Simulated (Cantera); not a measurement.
# Adiabatic ignition

An adiabatic, constant-pressure homogeneous reactor starts with H₂ : O₂ : N₂ = 1.6 : 0.893 : 2.68 (molar parts), equivalence ratio 0.90, at 1625 K and 1.00 bar.

Detailed kinetics in Cantera: the H2/O2 subset of GRI-Mech 3.0, which has no nitrogen chemistry.

```json
[
 {"t (s)": "1.00e-5", "T (K)": "1872", "x H₂": "0.0617", "x O₂": "0.0519", "x H₂O₂": "1.23e-6", "x H₂O": "0.181", "x H": "0.115", "x OH": "0.0267", "x HO₂": "2.46e-5"},
 {"t (s)": "2.09e-5", "T (K)": "2239", "x H₂": "0.0630", "x O₂": "0.0443", "x H₂O₂": "4.46e-7", "x H₂O": "0.202", "x H": "0.0795", "x OH": "0.0375", "x HO₂": "1.37e-5"},
 {"t (s)": "4.36e-5", "T (K)": "2567", "x H₂": "0.0597", "x O₂": "0.0387", "x H₂O₂": "3.16e-7", "x H₂O": "0.224", "x H": "0.0525", "x OH": "0.0439", "x HO₂": "9.63e-6"},
 {"t (s)": "9.11e-5", "T (K)": "2834", "x H₂": "0.0530", "x O₂": "0.0342", "x H₂O₂": "5.05e-7", "x H₂O": "0.247", "x H": "0.0339", "x OH": "0.0456", "x HO₂": "1.21e-5"},
 {"t (s)": "0.000190", "T (K)": "2924", "x H₂": "0.0498", "x O₂": "0.0325", "x H₂O₂": "7.03e-7", "x H₂O": "0.255", "x H": "0.0284", "x OH": "0.0453", "x HO₂": "1.45e-5"},
 {"t (s)": "0.000397", "T (K)": "2927", "x H₂": "0.0497", "x O₂": "0.0325", "x H₂O₂": "7.13e-7", "x H₂O": "0.256", "x H": "0.0282", "x OH": "0.0453", "x HO₂": "1.46e-5"},
 {"t (s)": "0.000829", "T (K)": "2927", "x H₂": "0.0497", "x O₂": "0.0325", "x H₂O₂": "7.13e-7", "x H₂O": "0.256", "x H": "0.0282", "x OH": "0.0453", "x HO₂": "1.46e-5"},
 {"t (s)": "0.00173", "T (K)": "2927", "x H₂": "0.0497", "x O₂": "0.0325", "x H₂O₂": "7.13e-7", "x H₂O": "0.256", "x H": "0.0282", "x OH": "0.0453", "x HO₂": "1.46e-5"},
 {"t (s)": "0.00362", "T (K)": "2927", "x H₂": "0.0497", "x O₂": "0.0325", "x H₂O₂": "7.13e-7", "x H₂O": "0.256", "x H": "0.0282", "x OH": "0.0453", "x HO₂": "1.46e-5"},
 {"t (s)": "0.00755", "T (K)": "2927", "x H₂": "0.0497", "x O₂": "0.0325", "x H₂O₂": "7.13e-7", "x H₂O": "0.256", "x H": "0.0282", "x OH": "0.0453", "x HO₂": "1.46e-5"},
 {"t (s)": "0.0158", "T (K)": "2927", "x H₂": "0.0497", "x O₂": "0.0325", "x H₂O₂": "7.13e-7", "x H₂O": "0.256", "x H": "0.0282", "x OH": "0.0453", "x HO₂": "1.46e-5"},
 {"t (s)": "0.0329", "T (K)": "2927", "x H₂": "0.0497", "x O₂": "0.0325", "x H₂O₂": "7.13e-7", "x H₂O": "0.256", "x H": "0.0282", "x OH": "0.0453", "x HO₂": "1.46e-5"},
 {"t (s)": "0.0688", "T (K)": "2927", "x H₂": "0.0497", "x O₂": "0.0325", "x H₂O₂": "7.13e-7", "x H₂O": "0.256", "x H": "0.0282", "x OH": "0.0453", "x HO₂": "1.46e-5"},
 {"t (s)": "0.144", "T (K)": "2927", "x H₂": "0.0497", "x O₂": "0.0325", "x H₂O₂": "7.13e-7", "x H₂O": "0.256", "x H": "0.0282", "x OH": "0.0453", "x HO₂": "1.46e-5"},
 {"t (s)": "0.300", "T (K)": "2927", "x H₂": "0.0497", "x O₂": "0.0325", "x H₂O₂": "7.13e-7", "x H₂O": "0.256", "x H": "0.0282", "x OH": "0.0453", "x HO₂": "1.46e-5"}
]
```
x: mole fraction; the columns are a selection and need not sum to one.

The time of steepest temperature rise is 7.96 µs and the temperature at 0.300 s is 2927 K. The equilibrium temperature is 2927 K. The x(H₂) at 0.300 s is 0.0497 (gas-phase equilibrium 0.0497). The x(O₂) at 0.300 s is 0.0325 (gas-phase equilibrium 0.0325). The x(H₂O₂) at 0.300 s comes out as 7.13e-7 (gas-phase equilibrium 7.13e-7).
